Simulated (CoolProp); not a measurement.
Saturation properties of hydrogen chloride (Tc = 324.7 K, pc = 83.14 bar, ω = 0.130).

Values from CoolProp's reference Helmholtz-energy equation of state, Thol 2018.

```csv
T (K),p (bar),liquid cp (kJ/(kg K)),vapour Z
198.7,1.779,1.668,0.9567
205,2.417,1.676,0.9469
211.2,3.205,1.686,0.9359
217.5,4.195,1.698,0.9235
223.7,5.382,1.714,0.9100
230,6.832,1.733,0.8948
236.2,8.528,1.756,0.8784
242.5,10.56,1.783,0.8602
248.7,12.88,1.816,0.8407
255,15.61,1.856,0.8192
261.2,18.70,1.904,0.7962
267.5,22.28,1.965,0.7708
```

It boils at 188.2 K under 1 atm.
